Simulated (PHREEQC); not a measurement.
Model water analysis in mg/L, 25 °C, pH 1.96, pe 11: Na 39.9; K 6.68; Ca 128; Mg 28.5; Cl 121; S(6) as SO4 1410; F 4.19; Cu(2) 12.5; Sr 0.493.

Valence states are taken as typed.

Equilibrium calculation in PHREEQC: ion-association model, wateq4f.dat.

Question: The ionic strength comes out as 0.0339 mol/kgw. What activity coefficients do Cl-, Cu+2, H+, CaHSO4+, Na+ get?

Answer: Cl- 0.84, Cu+2 0.53, H+ 0.87, CaHSO4+ 0.84, Na+ 0.85.

This is a speciation only: nothing precipitates in the calculation.
